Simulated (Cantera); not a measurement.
Charge: 1 mol S, 0.022 mol O2, 3.4 mol N2, at 0.000110 bar.

Equilibrium computed with Cantera from the NASA thermochemical tables; the gas is ideal and each condensed phase is pure. Candidate condensed phases: S; 17 gas species. Equilibrium is a limit: real reactors are often held back by kinetics, nucleation or transport.

Problem. At 1925 K, list the 4 most abundant gas species with their mole fractions, and the condensed phases.

Solution. N2 0.843, S2 0.0913, S 0.0550, SO 0.00967. Condensed: gas only.
